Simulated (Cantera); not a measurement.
A perfectly stirred reactor is fed with C2H6 : N2 = 1 : 1.7 (molar parts), at 10.00 Torr; it is held at 1700 K, and followed from long to short residence time.

Computed with Cantera and GRI-Mech 3.0 (53 species, 325 reactions). GRI-Mech 3.0 stops at C3 and has no aromatics, soot or wall deposition, so with more carbon than oxygen in the feed, carbon stays in small species such as C2H2 where larger ones or solid carbon would form. Radical loss at walls, strong at low pressure, is not modelled.

x: mole fraction; the columns are a selection and need not sum to one.

| τ (s) | x C2H6 | x C2H4 | x CH3 | x H | x C2H | x CH4 | x CH2 |
|---|---|---|---|---|---|---|---|
| 4.3 | 2.27e-5 | 0.000210 | 0.000774 | 0.00110 | 3.13e-6 | 0.0141 | 1.80e-6 |
| 1.9 | 4.95e-5 | 0.000382 | 0.00116 | 0.00117 | 3.34e-6 | 0.0198 | 2.71e-6 |
| 0.84 | 0.000108 | 0.000742 | 0.00175 | 0.00123 | 3.55e-6 | 0.0275 | 3.98e-6 |
| 0.37 | ? | ? | ? | 0.00130 | 3.79e-6 | ? | ? |
| 0.16 | 0.000531 | 0.00304 | 0.00398 | 0.00137 | 4.06e-6 | 0.0517 | 8.17e-6 |
| 0.071 | 0.00116 | 0.00599 | 0.00591 | 0.00144 | 4.35e-6 | 0.0679 | 1.14e-5 |
| 0.031 | 0.00255 | 0.0117 | 0.00878 | 0.00152 | 4.66e-6 | 0.0866 | 1.58e-5 |
| 0.014 | 0.00545 | 0.0213 | 0.0128 | 0.00158 | 4.90e-6 | 0.104 | 2.16e-5 |
| 0.0061 | ? | ? | ? | 0.00163 | 4.94e-6 | 0.119 | ? |
| 0.0027 | 0.0260 | 0.0600 | 0.0269 | 0.00163 | 4.54e-6 | 0.123 | 4.10e-5 |
| 0.0012 | 0.0548 | 0.0822 | 0.0372 | 0.00155 | 3.51e-6 | 0.111 | 5.39e-5 |

### Question
Fill in the missing entries.

### Answer

- 0.37, x C2H6: 0.000238
- 0.37, x C2H4: 0.00149
- 0.37, x CH3: 0.00263
- 0.37, x CH4: 0.0380
- 0.37, x CH2: 5.73e-6
- 0.0061, x C2H6: 0.0120
- 0.0061, x C2H4: 0.0377
- 0.0061, x CH3: 0.0187
- 0.0061, x CH2: 3.00e-5
